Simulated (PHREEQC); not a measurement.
0.76 g of hydrous ferric oxide (600 m²/g; 0.2 weak and 0.005 strong sites per Fe, Dzombak-Morel constants, diffuse double layer) in 1 kg of water with 0.01 mol/kgw of an inert sodium salt and 8e-06 mol MgCl2, at 25 °C; the pH is set by adding NaOH or the inert anion's acid. Oxygen is held at 0.21 atm. CO2 from the air is kept out. Precipitation was switched off in this run.

Equilibrium calculation in PHREEQC: ion-association model, wateq4f.dat.

| pH | Mg sorbed (%) | surface charge σ (C/m²) | surface potential ψ (mV) |
|---|---|---|---|
| 4 | 0.0 | 0.218 | 184 |
| 5 | 0.0 | 0.114 | 152 |
| 5.5 | 0.0 | 0.077 | 132 |
| 6.5 | 0.2 | 0.030 | 86 |
| 7 | 2.1 | 0.017 | 61 |
| 8 | 63.3 | 0.001 | 6 |
| 9 | 99.3 | -0.013 | -48 |
| 9.5 | 99.9 | -0.024 | -75 |
| 10.5 | 100.0 | -0.064 | -122 |
| 11 | 100.0 | -0.099 | -142 |
| 12 | 100.0 | -0.228 | -168 |

Species that the database lacks are ignored.
